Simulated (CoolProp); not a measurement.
Ethylbenzene along the isobar 5.29 MPa: fugacity coefficient from the reference equation and from simpler models built on Tc = 344.0 °C, pc = 3.622 MPa, ω = 0.304; each cubic takes its own stable root.

Computed with CoolProp (reference Helmholtz-energy equation of state, Zhou 2012).

```
T (°C)   phase  reference
------  ------  ---------
-70.75  liquid   5.725e-8
-52.05  liquid   6.144e-7
-33.35  liquid   4.316e-6
-14.55  liquid   2.207e-5
4.15    liquid   8.662e-5
22.85   liquid  0.0002774
41.55   liquid  0.0007540
60.35   liquid   0.001799
79.05   liquid   0.003819
97.75   liquid   0.007388
```

Task: How far does each simpler model (van der Waals, Redlich-Kwong, Soave-Redlich-Kwong, Peng-Robinson) lie from the reference over these 10 states: mean and median of the absolute difference, and the worst?

Result: 
- van der Waals: mean 239665.3 %, median 11856.9 %, worst +1832214.4 % at -70.75 °C and 5.29 MPa
- Redlich-Kwong: mean 430.8 %, median 354.1 %, worst +952.2 % at -70.75 °C and 5.29 MPa
- Soave-Redlich-Kwong: mean 4.9 %, median 2.1 %, worst +18.4 % at -70.75 °C and 5.29 MPa
- Peng-Robinson: mean 18.5 %, median 10.6 %, worst +62.9 % at -70.75 °C and 5.29 MPa
